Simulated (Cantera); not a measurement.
Input: 1 mol Si, 3 mol HCl, a varied amount of N2, equilibrated at 850 K and 0.0398 Torr.

Method: chemical equilibrium by Gibbs-energy minimisation in Cantera with the NASA 1993 tables (ideal gas, pure condensed phases). Candidate condensed phases: NH4Cl, Si, Si3N4; 28 gas species. N2 is the only nitrogen source here; it is nearly inert below about 1500 K, so the nitride shown seldom forms there in practice. Rates play no part.

**Question.** What share of the Si ends up in condensed phases as a function of n(N2) (mol), at 2.2, 3.8, 6.7, 12, 21, 36, 63?

**Answer.** 
```json
[
 {"n(N2) (mol)": "2.2", "Si condensed (%)": "70.2", "as": "Si3N4(s)"},
 {"n(N2) (mol)": "3.8", "Si condensed (%)": "73.0", "as": "Si3N4(s)"},
 {"n(N2) (mol)": "6.7", "Si condensed (%)": "75.8", "as": "Si3N4(s)"},
 {"n(N2) (mol)": "12", "Si condensed (%)": "78.5", "as": "Si3N4(s)"},
 {"n(N2) (mol)": "21", "Si condensed (%)": "81.0", "as": "Si3N4(s)"},
 {"n(N2) (mol)": "36", "Si condensed (%)": "83.2", "as": "Si3N4(s)"},
 {"n(N2) (mol)": "63", "Si condensed (%)": "85.4", "as": "Si3N4(s)"}
]
```
